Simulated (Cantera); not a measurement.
**N2O furnace oxynitridation**

An isothermal, constant-pressure homogeneous reactor starts with N2O : N2 = 1 : 1.8 (molar parts), at 1600 K and 0.0132 atm.

Detailed kinetics in Cantera: GRI-Mech 3.0 (53 species, 325 reactions). GRI-Mech 3.0 was tuned for natural gas; its chemistry of N2O as a main component is partial and can be far from experiment. Radical loss at walls, strong at low pressure, is not modelled. The temperature is held fixed by assumption; the heat of reaction is taken as removed at once.

```json
[
 {"t (s)": "7.00e-6", "x N2O": "0.357", "x O2": "1.70e-8", "x NO": "1.46e-8", "x O": "2.90e-6", "x NO2": "<1e-12", "x N2": "0.643"},
 {"t (s)": "2.81e-5", "x N2O": "0.357", "x O2": "2.71e-7", "x NO": "2.32e-7", "x O": "1.13e-5", "x NO2": "<1e-12", "x N2": "0.643"},
 {"t (s)": "0.000112", "x N2O": "0.357", "x O2": "4.05e-6", "x NO": "3.47e-6", "x O": "4.12e-5", "x NO2": "<1e-12", "x N2": "0.643"},
 {"t (s)": "0.000451", "x N2O": "0.357", "x O2": "5.11e-5", "x NO": "4.37e-5", "x O": "0.000115", "x NO2": "2.15e-11", "x N2": "0.643"},
 {"t (s)": "0.00181", "x N2O": "0.356", "x O2": "0.000406", "x NO": "0.000347", "x O": "0.000173", "x NO2": "1.32e-9", "x N2": "0.644"},
 {"t (s)": "0.00724", "x N2O": "0.350", "x O2": "0.00197", "x NO": "0.00169", "x O": "0.000175", "x NO2": "2.79e-8", "x N2": "0.646"},
 {"t (s)": "0.0290", "x N2O": "0.330", "x O2": "0.00800", "x NO": "0.00683", "x O": "0.000175", "x NO2": "3.18e-7", "x N2": "0.655"},
 {"t (s)": "0.116", "x N2O": "0.261", "x O2": "0.0285", "x NO": "0.0243", "x O": "0.000175", "x NO2": "1.99e-6", "x N2": "0.686"},
 {"t (s)": "0.466", "x N2O": "0.107", "x O2": "0.0742", "x NO": "0.0633", "x O": "0.000174", "x NO2": "7.70e-6", "x N2": "0.755"},
 {"t (s)": "1.87", "x N2O": "0.00416", "x O2": "0.105", "x NO": "0.0891", "x O": "0.000150", "x NO2": "1.39e-5", "x N2": "0.801"},
 {"t (s)": "7.49", "x N2O": "2.84e-6", "x O2": "0.107", "x NO": "0.0898", "x O": "4.19e-5", "x NO2": "2.94e-5", "x N2": "0.804"},
 {"t (s)": "30.0", "x N2O": "2.27e-6", "x O2": "0.107", "x NO": "0.0894", "x O": "4.19e-5", "x NO2": "2.93e-5", "x N2": "0.804"}
]
```
x: mole fraction; the columns are a selection and need not sum to one.

Equilibrium at this temperature and pressure: N2O 1.22e-8, O2 0.151, NO 0.00171, O 4.91e-5, NO2 6.71e-7, N2 0.848 (gas phase only).
